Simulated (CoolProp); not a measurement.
Computed with CoolProp (reference Helmholtz-energy equation of state, Span 1996).

Problem. Give the vapour pressure (bar), vapour density (kg/m³), enthalpy of vaporisation (kJ/kg), liquid viscosity (µPa s) of saturated carbon dioxide at 281.4 K.

Solution. 
```csv
T (K),p (bar),vapour density (kg/m³),enthalpy of vaporisation (kJ/kg),liquid viscosity (µPa s)
281.4,43.1,127,204,86.4
```

Viscosity comes from a separate model (Laesecke 2017).
